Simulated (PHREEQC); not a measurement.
Consider water at 25 °C with 0.014 mol/kgw HF and 0.00017 mol/kgw NaF. Closed to the air; pH follows from the charge balance.

Computed with PHREEQC (ion-association model, phreeqc.dat).

This is a speciation only: nothing precipitates in the calculation.

**Question.** Order these F species by the share of F that they hold, largest first: F-, HF2-, HF.

**Answer.** HF (78 %), F- (20 %), HF2- (1.7 %)

The pH is 2.57 and the ionic strength 0.00302 mol/kgw.
